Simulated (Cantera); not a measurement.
**Transport properties of process gases**

Gas mixture: O2 = 0.097 (molar parts), at 5.00 bar, frozen composition.

Cantera's kinetic-theory transport with the Lennard-Jones parameters of GRI-Mech 3.0, ideal gas; thermal conductivity in the mixture-averaged form.

| T (K) | ρ (kg/m³) | cp (J/kg/K) | μ (µPa s) | λ (mW/m/K) | Pr | D (cm²/s) H2 | D (cm²/s) NO | D (cm²/s) CH4 |
|---|---|---|---|---|---|---|---|---|
| 400 | 4.81 | 941.4 | 25.6 | 33.9 | 0.713 | 0.267 | 0.0687 | 0.0764 |
| 600 | 3.21 | 1003 | 34.1 | 48.2 | 0.709 | 0.527 | 0.138 | 0.154 |
| 800 | 2.41 | 1055 | 41.4 | 61.4 | 0.710 | 0.851 | 0.223 | 0.251 |
| 1000 | 1.92 | 1090 | 47.9 | 73.6 | 0.710 | 1.23 | 0.324 | 0.365 |
| 1200 | 1.60 | 1114 | 54.0 | 84.9 | 0.708 | 1.67 | 0.439 | 0.495 |
| 1400 | 1.37 | 1134 | 59.7 | 95.7 | 0.707 | 2.15 | 0.568 | 0.640 |
D: mixture-averaged diffusion coefficient of that species in the mixture.
